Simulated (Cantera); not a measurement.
An isothermal plug-flow reactor at 925 K and 2180 Torr (inlet), inlet velocity 4.4 m/s, active area per volume 130 1/m; feed H₂ : O₂ : N₂ = 0.0073 : 0.099 : 0.79 (molar parts), equivalence ratio 0.037.

Detailed kinetics in Cantera: Deutschmann's 1995 Pt surface mechanism with GRI-Mech 3.0 gas chemistry. Catalytic surfaces can have several steady states; this one follows from the mechanism file's or the stated starting coverage. Mass transfer to the wall is taken as infinitely fast.

Predict: x(H₂) at z = 0.0062 m; x(O₂) at z = 0.0062 m; x(H₂O) at z = 0.0062 m; θ(free Pt) at the exit; θ(O*) at the exit; θ(OH*) at the exit.


* **x(H₂) at z = 0.0062 m**: 0.00333
* **x(O₂) at z = 0.0062 m**: 0.108
* **x(H₂O) at z = 0.0062 m**: 0.00483
* **θ(free Pt) at the exit**: 0.112
* **θ(O*) at the exit**: 0.885
* **θ(OH*) at the exit**: 0.00257
